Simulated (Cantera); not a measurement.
Feed: 1 mol TiCl4, 1.8 mol CH4, 2 mol H2, at 1323.15 K and 465 Torr.

Equilibrium computed with Cantera from the NASA thermochemical tables; the gas is ideal and each condensed phase is pure. TiC: taken at fixed stoichiometry. The numbers say what is thermodynamically allowed, not how fast it happens.

```json
[
 {"species": "HCl", "before": "0.263", "after": "0.509"},
 {"species": "H2", "before": "0.655", "after": "0.485"},
 {"species": "TiCl3", "before": "0.0198", "after": "0.00516"},
 {"species": "TiCl4", "before": "0.0605", "after": "0.000807"},
 {"species": "CH4", "before": "0.00181", "after": "5.10e-7"},
 {"species": "Cl", "before": "5.49e-7", "after": "5.45e-5"},
 {"species": "H", "before": "1.63e-6", "after": "6.19e-5"},
 {"species": "TiCl2", "before": "5.51e-6", "after": "2.80e-5"},
 {"species": "C(graphite), mol", "before": "1.36", "after": "0.845"},
 {"species": "TiC(s), mol", "before": "0.430", "after": "0.955"}
]
```
Gas species are given as mole fractions.

What was changed between the two runs?
A) H2 from 2 to 330 mol
B) temperature from 1323.15 K to 1025 K
C) temperature from 1323.15 K to 1973 K
D) pressure from 465 Torr to 0.240 Torr

D, pressure from 465 Torr to 0.240 Torr. The tables' values for TiCl2 are old estimates; treat these amounts as uncertain
